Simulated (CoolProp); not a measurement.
Model: reference Helmholtz-energy equation of state, Gao 2022, in CoolProp.

**Question.** Give the vapour pressure (bar), liquid density (kg/m³), liquid cp (kJ/(kg K)) of saturated n-perfluorohexane at 71.55, 81.65, 98.65 °C.

**Answer.** 
```json
[
 {"T (°C)": "71.55", "p (bar)": "1.61", "liquid density (kg/m³)": "1530", "liquid cp (kJ/(kg K))": "1.12"},
 {"T (°C)": "81.65", "p (bar)": "2.17", "liquid density (kg/m³)": "1500", "liquid cp (kJ/(kg K))": "1.14"},
 {"T (°C)": "98.65", "p (bar)": "3.43", "liquid density (kg/m³)": "1430", "liquid cp (kJ/(kg K))": "1.17"}
]
```
